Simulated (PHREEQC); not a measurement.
Make-up at 21 °C: 0.17 mol NaHSO4, 0.00042 mol NaF, 0.0052 mol NaCl and 0.0063 mol HBr per kg of water. Closed to the air; pH follows from the charge balance.

The numbers come from PHREEQC with the ion-association model, phreeqc.dat.

Precipitation was switched off in this run.

### Question
Order these S species by the share of S that they hold, largest first: SO4-2, NaSO4-, HSO4-.

### Answer
HSO4- (60 %), SO4-2 (33 %), NaSO4- (6.9 %)

The pH is 1.24 and the ionic strength 0.295 mol/kgw.
